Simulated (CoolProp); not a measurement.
Vapour-liquid equilibrium of R113 (1) + ethanol (2) at 91.95 °C; x and y are mole fractions of (1).

Model: multi-fluid Helmholtz-energy mixture model, Marx 1992 and Schroeder 2014; pair parameters Bell 2016, in CoolProp.

```json
[
 {"x": "0.05", "bubble pressure, mixture model (MPa)": "…", "bubble pressure, Raoult's law (MPa)": "0.1784", "y, mixture model": "0.384", "y, Raoult's law": "0.101"},
 {"x": "0.15", "bubble pressure, mixture model (MPa)": "…", "bubble pressure, Raoult's law (MPa)": "0.1975", "y, mixture model": "…", "y, Raoult's law": "0.273"},
 {"x": "0.25", "bubble pressure, mixture model (MPa)": "0.4112", "bubble pressure, Raoult's law (MPa)": "0.2166", "y, mixture model": "…", "y, Raoult's law": "0.415"},
 {"x": "0.35", "bubble pressure, mixture model (MPa)": "0.4223", "bubble pressure, Raoult's law (MPa)": "0.2357", "y, mixture model": "0.645", "y, Raoult's law": "0.534"},
 {"x": "0.45", "bubble pressure, mixture model (MPa)": "…", "bubble pressure, Raoult's law (MPa)": "0.2548", "y, mixture model": "0.651", "y, Raoult's law": "0.635"},
 {"x": "0.55", "bubble pressure, mixture model (MPa)": "…", "bubble pressure, Raoult's law (MPa)": "0.2738", "y, mixture model": "…", "y, Raoult's law": "0.723"},
 {"x": "0.65", "bubble pressure, mixture model (MPa)": "0.4297", "bubble pressure, Raoult's law (MPa)": "0.2929", "y, mixture model": "0.674", "y, Raoult's law": "0.798"},
 {"x": "0.75", "bubble pressure, mixture model (MPa)": "0.4285", "bubble pressure, Raoult's law (MPa)": "0.3120", "y, mixture model": "0.706", "y, Raoult's law": "0.865"},
 {"x": "0.85", "bubble pressure, mixture model (MPa)": "0.4179", "bubble pressure, Raoult's law (MPa)": "0.3311", "y, mixture model": "0.770", "y, Raoult's law": "0.924"},
 {"x": "0.95", "bubble pressure, mixture model (MPa)": "…", "bubble pressure, Raoult's law (MPa)": "0.3502", "y, mixture model": "0.894", "y, Raoult's law": "0.976"}
]
```

### Question
Fill in the missing entries.

### Answer

- 0.05, bubble pressure, mixture model (MPa): 0.2684
- 0.15, bubble pressure, mixture model (MPa): 0.3736
- 0.15, y, mixture model: 0.578
- 0.25, y, mixture model: 0.629
- 0.45, bubble pressure, mixture model (MPa): 0.4255
- 0.55, bubble pressure, mixture model (MPa): 0.4277
- 0.55, y, mixture model: 0.658
- 0.95, bubble pressure, mixture model (MPa): 0.3873

The largest gap from Raoult's law is +89.8 % in bubble pressure, at x = 0.25. y crosses x between x = 0.65 and 0.75: the model has an azeotrope there.

Pair parameters are fitted to limited data, so mixtures are less certain than the pure fluids. With so large a gap from Raoult's law the liquid may split in two, which this calculation doesn't test in full.
